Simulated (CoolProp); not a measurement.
Vapour-liquid equilibrium of benzene (1) + octamethylcyclotetrasiloxane (D4) (2) at 112.35 °C; x and y are mole fractions of (1).

Computed with CoolProp (multi-fluid Helmholtz-energy mixture model, Thol 2012 and Thol 2015; pair parameters Bell 2016).

Give the bubble pressure and the first vapour's composition at x = 0.05, 0.5, 0.95. Is there an azeotrope?

x = 0.05: 0.02329 MPa, y = 0.415; x = 0.5: 0.1250 MPa, y = 0.939; x = 0.95: 0.2356 MPa, y = 0.997. No azeotrope shows between x = 0.05 and 0.95.

Pair parameters are fitted to limited data, so mixtures are less certain than the pure fluids.
